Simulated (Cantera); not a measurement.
Feed: 1 mol SiH₄, 0.74 mol N₂O, 15 mol H₂, held at 1.90 mbar.

These are equilibrium values from Cantera (NASA tables, ideal gas, pure condensed phases), not measurements of a reactor. Candidate condensed phases: H₂O, Si, SiO₂, Si₂N₂O, Si₃N₄; 35 gas species. Mutual solubility and eutectic melting of coexisting phases are not modelled. The tables hold silica as quartz up to 1696 K and as liquid above; real silica turns to tridymite and cristobalite and melts near 1996 K. Kinetics and transport are ignored. All values below are at 1273 K.

Base state: H₂ 0.981, N₂ 0.0185, SiO 2.67e-5, H 1.62e-5, H₂O 1.40e-5 (mole fractions); condensed: SiO₂(β-quartz) + Si₂N₂O(s).

Q: What changes in the equilibrium state with this change: SiH₄ replaced by TEOS?

A: 
```csv
species,before,after
H₂,0.981,0.848
CO,0,0.144
N₂,0.0185,0.00814
SiO,2.67e-5,1.92e-5
HCN,0,1.33e-5
CH₄,0,1.28e-5
H₂O,1.40e-5,2.76e-6
"SiO₂(β-quartz), mol",0.160,0
"Si₂N₂O(s), mol",0.420,0.500
"C(graphite), mol",0,3.76
```
The feed counts by its element totals alone. Further candidate phases: C, C₆H₆, C₇H₈, C₈H₁₈, SiC.
